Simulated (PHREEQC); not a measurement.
Dissolve 0.61 mol/kgw Na2SO4, 0.014 mol/kgw NaHCO3 and 5.2e-05 mol/kgw H4SiO4 at 25 °C. Closed to the air; pH follows from the charge balance.

Model: Pitzer model, pitzer.dat, run in PHREEQC.

### Question
The ionic strength comes out as 1.84 mol/kgw. What activity coefficients do H3SiO4-, SO4-2, HCO3-, Na+, CO3-2 get?

### Answer
H3SiO4- 0.40, SO4-2 0.061, HCO3- 0.45, Na+ 0.49, CO3-2 0.080. Single-ion values are on the MacInnes scale.

Precipitation was switched off in this run. Complexes and solids missing from the database can't appear. In brines, pH and single-ion activities rest on the MacInnes convention.
